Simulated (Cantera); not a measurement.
Input (Python, Cantera):

```python
import numpy as np
import cantera as ct

gas = ct.Solution("gri30.yaml")
gas.TP = 300, 110000
flame = ct.CounterflowDiffusionFlame(gas, width=0.02)
flame.fuel_inlet.X, flame.fuel_inlet.T = {'CH3OH': 1}, 500
flame.oxidizer_inlet.X, flame.oxidizer_inlet.T = {'O2': 0.18, 'N2': 0.82}, 500
flame.set_refine_criteria(ratio=3, slope=0.12, curve=0.24, prune=0.03)
show = ['OH', 'H', 'NO', 'CO', 'C2H2']

rows = []
print(f"{'mdot':>8s}{'a_max':>10s}{'a_mean':>10s}{'Tmax/K':>9s}" + "".join(f"{s:>11s}" for s in show) + "   (peak mole fractions)")
for i, mdot in enumerate([0.28, 0.38, 0.53, 0.74, 1, 1.4, 2, 2.8, 3.9]):  # kg/m2/s on the oxidiser side
    flame.oxidizer_inlet.mdot, flame.fuel_inlet.mdot = mdot, 1.1 * mdot
    flame.solve(loglevel=0, auto=(i == 0))
    if flame.T.max() < max(500, 500) + 100:
        print(f"{mdot:8.3g}  no burning solution found from the previous one")
        break
    dT = np.abs(np.gradient(flame.T, flame.grid))
    rows.append([flame.strain_rate("max"), flame.strain_rate("mean"), flame.T.max(),
                 *(flame.X[gas.species_index(s)].max() for s in show), max(dT[0], dT[-1]) / dT.max()])
    print(f"{mdot:8.3g}{rows[-1][0]:10.1f}{rows[-1][1]:10.1f}{rows[-1][2]:9.1f}" + "".join(f"{x:11.3e}" for x in rows[-1][3:-1]))
```

Output:

```
    mdot     a_max    a_mean   Tmax/K         OH          H         NO         CO       C2H2   (peak mole fractions)
    0.28     182.0      36.6   2004.8  7.587e-03  5.878e-03  4.827e-05  1.585e-01  9.440e-05
    0.38     240.2      49.6   1972.4  7.643e-03  6.472e-03  4.149e-05  1.567e-01  1.161e-04
    0.53     326.4      69.2   1936.2  7.629e-03  7.114e-03  3.584e-05  1.542e-01  1.432e-04
    0.74     445.2      96.7   1901.6  7.623e-03  7.772e-03  3.175e-05  1.520e-01  1.743e-04
       1     590.8     130.6   1873.3  7.622e-03  8.404e-03  2.883e-05  1.503e-01  2.050e-04
     1.4     810.8     182.9   1835.3  7.450e-03  9.016e-03  2.531e-05  1.476e-01  2.375e-04
       2    1135.1     261.3   1794.4  7.185e-03  9.578e-03  2.167e-05  1.447e-01  2.638e-04
     2.8    1562.4     365.8   1755.1  6.809e-03  9.969e-03  1.815e-05  1.416e-01  2.725e-04
     3.9    2140.0     509.5   1718.3  6.404e-03  1.020e-02  1.477e-05  1.389e-01  2.603e-04
```

Computed with Cantera and GRI-Mech 3.0 (53 species, 325 reactions). GRI-Mech 3.0 was tuned for natural gas; its chemistry of methanol as a main component is partial and can be far from experiment. GRI-Mech 3.0 has no aromatics or soot, which form on the fuel side of real flames. The maximum strain rate includes the flame's own expansion and is several times the mean.
